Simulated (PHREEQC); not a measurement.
# Spent oxide etchant (model solution)

Dissolve 5.4 mmol/kgw NH4HF2, 8.8 mmol/kgw (NH4)2SiF6, 46 mmol/kgw HBF4 and 0.61 mmol/kgw H2SO4 at 25 °C. Closed to the air; pH follows from the charge balance.

Computed with PHREEQC (ion-association model, wateq4f.dat).

This is a speciation only: nothing precipitates in the calculation.

Problem. What pH, ionic strength does the model give?

Solution. pH 1.46; ionic strength 0.0730 mol/kgw.

Problem. In which forms is F present?

Solution. BF4- 71 %, SiF6-2 21 %, HF 5.6 %, BF3OH- 1.4 % of the F.

SiF6-2 is the database's only silicon fluoride. Real BF4- forms and hydrolyses slowly; the run takes it at equilibrium.
